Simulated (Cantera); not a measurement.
An isothermal, constant-pressure homogeneous reactor starts with CO : O₂ : H₂O : N₂ = 0.012 : 0.04 : 0.00073 : 1 (molar parts), equivalence ratio 0.15, at 1400 K and 10.0 bar.

Detailed kinetics in Cantera: GRI-Mech 3.0 (53 species, 325 reactions).

One state of this run: x CO = 9.59e-7; x O₂ = 0.0325; x H₂O = 0.000697; x N₂O = 4.76e-7; x HO₂ = 1.02e-8; x NO = 3.58e-6; x H = 1.48e-10. x: mole fraction; the columns are a selection and need not sum to one.

Task: Which value of t (s) does it belong to?
A) 0.00875
B) 0.0915
C) 0.00270
D) 0.956

Result: B, 0.0915
